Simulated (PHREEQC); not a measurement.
A column of 0.1 m (40 cells, dispersivity 0.0035 m, 3600 s a shift, diffusion coefficient 3e-10 m²/s) holds 0.11 eq of the database's cation exchanger X per kg of pore water, first in equilibrium with 4.4 mmol/kgw KBr, 49 mmol/kgw CdCl2, 0.34 mmol/kgw Na2SO4 and 0.01 mmol/kgw HCl. It is flushed with 0.57 mmol/kgw MgSO4, 88 mmol/kgw CaCl2 and 0.01 mmol/kgw HCl, at 25 °C. Values are for the last cell. The system is closed to CO2. Nothing may precipitate in this run.

Base run: PHREEQC, ion-association model, phreeqc.dat. Each further column changes one thing. The table gives Cd in solution (mol/kgw).

```tsv
pore volumes	base	exchange capacity from 0.11 to 0.055 eq/kgw	dispersivity from 0.0035 to 0.007 m
0	0.0490	0.0490	0.0490
0.3875	0.0490	0.0490	0.0493
0.7625	0.0563	0.0563	0.0597
1.262	0.0785	___	0.0698
1.637	0.0269	0.00577	0.0275
2.013	0.00351	___	___
2.388	0.000439	___	___
2.763	5.40e-5	___	0.000635
3.263	3.22e-6	5.84e-7	0.000119
3.638	3.83e-7	6.31e-8	___
4.013	4.51e-8	6.72e-9	9.59e-6
```

**Question.** Some entries are withheld; supply them.

**Answer.** 
- 1.262, exchange capacity from 0.11 to 0.055 eq/kgw: 0.0350
- 2.013, exchange capacity from 0.11 to 0.055 eq/kgw: 0.000776
- 2.013, dispersivity from 0.0035 to 0.007 m: 0.00790
- 2.388, exchange capacity from 0.11 to 0.055 eq/kgw: 9.50e-5
- 2.388, dispersivity from 0.0035 to 0.007 m: 0.00224
- 2.763, exchange capacity from 0.11 to 0.055 eq/kgw: 1.10e-5
- 3.638, dispersivity from 0.0035 to 0.007 m: 3.37e-5
